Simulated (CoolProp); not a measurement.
Vapour-liquid equilibrium of dimethyl carbonate (1) + n-nonane (2) at 500.6 K; x and y are mole fractions of (1).

The numbers come from the multi-fluid Helmholtz-energy mixture model, Zhou 2011 and Lemmon 2006; pair parameters Bell 2016 in CoolProp.

| x | bubble pressure (bar) | y at the bubble point | dew pressure at overall composition x (bar) | liquid density (mol/L) |
|---|---|---|---|---|
| 0.05 | 6.654 | 0.194 | 5.673 | ? |
| 0.2 | 10.26 | ? | ? | 4.508 |
| 0.35 | 13.31 | 0.648 | 8.117 | 4.849 |
| 0.5 | 15.75 | 0.736 | 10.19 | 5.267 |
| 0.65 | ? | ? | ? | 5.813 |
| 0.8 | 19.49 | 0.876 | 17.61 | ? |
| 0.95 | ? | 0.963 | 20.75 | 7.673 |

### Question
Some entries are withheld; supply them.

### Answer

- 0.05, liquid density (mol/L): 4.214
- 0.2, y at the bubble point: 0.505
- 0.2, dew pressure at overall composition x (bar): 6.702
- 0.65, bubble pressure (bar): 17.76
- 0.65, y at the bubble point: 0.806
- 0.65, dew pressure at overall composition x (bar): 13.35
- 0.8, liquid density (mol/L): 6.575
- 0.95, bubble pressure (bar): 20.92

No azeotrope shows between x = 0.05 and 0.95.

Pair parameters are fitted to limited data, so mixtures are less certain than the pure fluids.
